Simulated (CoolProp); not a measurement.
Vapour-liquid equilibrium of R1234ze(E) (1) + n-pentane (2) at 32.25 °C; x and y are mole fractions of (1).

Values from CoolProp's multi-fluid Helmholtz-energy mixture model, Thol 2016 and Thol 2019; pair parameters Bell 2016.

```json
[
 {"x": "0.05", "bubble pressure, mixture model (MPa)": "0.1526", "bubble pressure, Raoult's law (MPa)": "0.1152", "y, mixture model": "0.431", "y, Raoult's law": "0.268"},
 {"x": "0.125", "bubble pressure, mixture model (MPa)": "[?]", "bubble pressure, Raoult's law (MPa)": "0.1549", "y, mixture model": "0.646", "y, Raoult's law": "0.498"},
 {"x": "0.2", "bubble pressure, mixture model (MPa)": "0.3034", "bubble pressure, Raoult's law (MPa)": "0.1945", "y, mixture model": "0.737", "y, Raoult's law": "0.635"},
 {"x": "0.275", "bubble pressure, mixture model (MPa)": "0.3580", "bubble pressure, Raoult's law (MPa)": "0.2341", "y, mixture model": "0.787", "y, Raoult's law": "0.725"},
 {"x": "0.35", "bubble pressure, mixture model (MPa)": "0.4014", "bubble pressure, Raoult's law (MPa)": "0.2738", "y, mixture model": "0.819", "y, Raoult's law": "0.789"},
 {"x": "0.425", "bubble pressure, mixture model (MPa)": "0.4361", "bubble pressure, Raoult's law (MPa)": "0.3134", "y, mixture model": "0.842", "y, Raoult's law": "0.837"},
 {"x": "0.5", "bubble pressure, mixture model (MPa)": "0.4645", "bubble pressure, Raoult's law (MPa)": "0.3530", "y, mixture model": "[?]", "y, Raoult's law": "0.874"},
 {"x": "0.575", "bubble pressure, mixture model (MPa)": "0.4889", "bubble pressure, Raoult's law (MPa)": "0.3926", "y, mixture model": "0.875", "y, Raoult's law": "0.904"},
 {"x": "0.65", "bubble pressure, mixture model (MPa)": "0.5110", "bubble pressure, Raoult's law (MPa)": "0.4323", "y, mixture model": "[?]", "y, Raoult's law": "0.928"},
 {"x": "0.725", "bubble pressure, mixture model (MPa)": "0.5325", "bubble pressure, Raoult's law (MPa)": "0.4719", "y, mixture model": "0.905", "y, Raoult's law": "0.948"},
 {"x": "0.8", "bubble pressure, mixture model (MPa)": "0.5543", "bubble pressure, Raoult's law (MPa)": "0.5115", "y, mixture model": "0.923", "y, Raoult's law": "0.965"},
 {"x": "0.875", "bubble pressure, mixture model (MPa)": "0.5772", "bubble pressure, Raoult's law (MPa)": "0.5512", "y, mixture model": "0.945", "y, Raoult's law": "0.980"},
 {"x": "0.95", "bubble pressure, mixture model (MPa)": "0.6012", "bubble pressure, Raoult's law (MPa)": "0.5908", "y, mixture model": "0.974", "y, Raoult's law": "0.992"}
]
```

**Question.** Some entries are withheld; supply them.

**Answer.** 
- 0.125, bubble pressure, mixture model (MPa): 0.2355
- 0.5, y, mixture model: 0.860
- 0.65, y, mixture model: 0.889

The largest gap from Raoult's law is +56.0 % in bubble pressure, at x = 0.2. No azeotrope shows between x = 0.05 and 0.95.

Pair parameters are fitted to limited data, so mixtures are less certain than the pure fluids. With so large a gap from Raoult's law the liquid may split in two, which this calculation doesn't test in full.
